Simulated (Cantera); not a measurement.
Cantera run:

```python
import numpy as np
import cantera as ct

gas_names = """
    CL CLO CL2 O O2 O3 Si SiCL SiCL2 SiCL3 SiCL4 SiO SiO2 Si2 Si3
""".split()
cond_names = """
    Si(cr) Si(L) SiO2(Lqz) SiO2(hqz) SiO2(L)
""".split()


# ... load() reads the species with a 1 bar reference pressure and builds the phases ...
atoms = {
    'SiO2': {'Si': 1, 'O': 2},
    'Cl2': {'CL': 2},
    'O2': {'O': 2},
}
top_T = {}  # K; cautious upper limits of use, not melting points


# ... equilibrate(T, P, feed) seeds the gas with the atoms and calls Mixture.equilibrate('TP', solver="vcs", rtol=1e-11, max_steps=5000) ...
results = []
feed = {'SiO2': 1, 'Cl2': 0.61, 'O2': 0.32}  # mol
P = 13332.2  # Pa
for T in [650, 750, 850, 950, 1050, 1150, 1250]:
    mix = equilibrate(T, P, feed)
    results.append((T, P, feed, dict(zip(mix.species_names, mix.species_moles))))

top = {s: max(r[3][s] / sum(r[3][g] for g in gas_names) for r in results) for s in gas_names}
cols = sorted((s for s in top if top[s] > 0.001), key=lambda s: -top[s])[:9]
seen = [c for c in cond_names if any(r[3].get(c, 0) > 1e-12 for r in results)]
print("log10 of partial pressures in bar; condensed amounts in mol")
print(f"{'T/K':>10s}" + "".join(f"{s[:9]:>10s}" for s in cols + seen))
for T, P, feed, n in results:
    ng = sum(n[g] for g in gas_names)
    print(f"{T:10.4g}" + "".join(f"{np.log10(max(n[s] / ng * P / 1e5, 1e-99)):10.3f}" for s in cols)
          + "".join(f"{n.get(c, 0):10.4g}" for c in seen))
```

Output:

```
log10 of partial pressures in bar; condensed amounts in mol
       T/K       CL2        O2        CL SiO2(Lqz) SiO2(hqz)
       650    -1.058    -1.338    -7.415         1         0
       750    -1.058    -1.338    -6.096         1         0
       850    -1.058    -1.338    -5.083         0         1
       950    -1.058    -1.339    -4.281         0         1
      1050    -1.059    -1.339    -3.631         0         1
      1150    -1.062    -1.340    -3.093         0         1
      1250    -1.068    -1.342    -2.642         0         1
```

Equilibrium computed with Cantera from the NASA thermochemical tables; the gas is ideal and each condensed phase is pure. The tables hold silica as quartz up to 1696 K and as liquid above; real silica turns to tridymite and cristobalite and melts near 1996 K.
